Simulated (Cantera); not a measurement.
A closed system holds: 1 mol B2H6, 0.088 mol H2O, 15 mol N2, equilibrated at 1152 °C and 170 Pa.

These are equilibrium values from Cantera (NASA tables, ideal gas, pure condensed phases), not measurements of a reactor. Candidate condensed phases: B, BN, B2O3, B3O3H3, H2O; 39 gas species. The feed counts by its element totals alone. N2 is the only nitrogen source here; it is nearly inert below about 1500 K, so the nitride shown seldom forms there in practice. Kinetics and transport are ignored.

Q: What is the equilibrium state?

A: 
```
Property                                  Value
------------------------------------  ---------
x(N2)                                     0.818
x(H2)                                     0.179
x(HBO2)                                 0.00129
x(HBO)                                 0.000813
x(B2O3)                                0.000522
x(H2O)                                  9.50e-5
x(H)                                    7.00e-5
x(B2O2)                                 3.41e-5
x(BO)                                   9.29e-6
n(BN(s))                               1.94 mol
gas amount                            17.14 mol
log10 activity of B(s) (absent)           -3.16
log10 activity of B3O3H3(s) (absent)     -15.23
```
